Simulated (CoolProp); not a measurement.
Vapour-liquid equilibrium of acetone (1) + n-decane (2) at 108.85 °C; x and y are mole fractions of (1).

The numbers come from the multi-fluid Helmholtz-energy mixture model, Lemmon 2006 and Lemmon 2006; pair parameters Bell 2016 in CoolProp.

| x | bubble pressure (MPa) | y at the bubble point | dew pressure at overall composition x (MPa) | liquid density (mol/L) |
|---|---|---|---|---|
| 0.05 | 0.05221 | 0.747 | 0.01418 | 4.798 |
| 0.15 | 0.1299 | 0.903 | 0.01585 | 5.141 |
| 0.25 | 0.1979 | 0.940 | 0.01795 | 5.526 |
| 0.35 | 0.2511 | 0.955 | 0.02069 | 5.962 |
| 0.45 | 0.2903 | 0.964 | 0.02441 | 6.464 |
| 0.55 | 0.3202 | 0.969 | 0.02975 | 7.049 |
| 0.65 | 0.3459 | 0.974 | 0.03807 | 7.742 |
| 0.75 | 0.3724 | 0.979 | 0.05283 | 8.581 |
| 0.85 | 0.4034 | 0.986 | 0.08625 | 9.618 |
| 0.95 | 0.4420 | 0.994 | 0.2303 | 10.94 |

No azeotrope shows between x = 0.05 and 0.95.

The pair parameters rest on a limited set of measurements; away from them the model extrapolates. With so large a gap from Raoult's law the liquid may split in two, which this calculation doesn't test in full.
